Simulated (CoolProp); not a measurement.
Acetone along the isobar 6.02 MPa: Z from the reference equation and from simpler models built on Tc = 508.1 K, pc = 4.692 MPa, ω = 0.307; each cubic takes its own stable root.

Model: reference Helmholtz-energy equation of state, Lemmon 2006, in CoolProp. It is a short technical equation, of lower accuracy than the large ones.

| T (K) | phase | reference |
|---|---|---|
| 352.3 | liquid | 0.1635 |
| 358.5 | liquid | 0.1623 |
| 364.6 | liquid | 0.1613 |
| 370.8 | liquid | 0.1603 |
| 377 | liquid | 0.1594 |
| 383.1 | liquid | 0.1586 |
| 389.3 | liquid | 0.1579 |
| 395.5 | liquid | 0.1573 |
| 401.7 | liquid | 0.1568 |
| 407.8 | liquid | 0.1565 |
| 414 | liquid | 0.1562 |

Problem. How far does each simpler model (van der Waals, Redlich-Kwong, Soave-Redlich-Kwong, Peng-Robinson) lie from the reference over these 11 states: mean and median of the absolute difference, and the worst?

Solution. 
- van der Waals: mean 87.9 %, median 87.9 %, worst +89.5 % at 352.3 K and 6.02 MPa
- Redlich-Kwong: mean 33.3 %, median 33.2 %, worst +34.5 % at 414 K and 6.02 MPa
- Soave-Redlich-Kwong: mean 27.6 %, median 27.5 %, worst +28.4 % at 414 K and 6.02 MPa
- Peng-Robinson: mean 12.9 %, median 12.8 %, worst +13.6 % at 414 K and 6.02 MPa
